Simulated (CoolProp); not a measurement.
A closed Brayton cycle with carbon dioxide: compressor inlet 312.15 K and 9.3 MPa, high pressure 19.7 MPa, turbine inlet 855 K, compressor efficiency 0.89, turbine efficiency 0.85, recuperator effectiveness 0.8 (on enthalpy, no pinch check). Each further row changes one setting.

The numbers come from the reference Helmholtz-energy equation of state, Span 1996 in CoolProp.

```tsv
case	thermal efficiency (%)	net work (kJ/kg)	compressor to turbine work	compressor exit (K)	turbine exit (K)
as stated	25.6	80.6	0.18	338.3	767.1
turbine inlet 805 K	24.9	74.2	0.20	338.3	720.2
compressor inlet 322.15 K	25.5	69.6	0.29	374.2	767.1
high pressure 16.7 MPa	22.2	64.8	0.17	332.2	786.1
recuperator effectiveness 0.5	17.0	80.6	0.18	338.3	767.1
```
